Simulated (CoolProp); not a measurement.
Computed with CoolProp (reference Helmholtz-energy equation of state, Thol 2014).

Question: For diethyl ether, give the phase and the cp (kJ/(kg K)), cv (kJ/(kg K)) at 286.2 K and 36.2 kPa; 286.2 K and 314 kPa.

Answer: 
- 286.2 K and 36.2 kPa: gas; cp 1.63, cv 1.50
- 286.2 K and 314 kPa: liquid; cp 2.29, cv 1.76
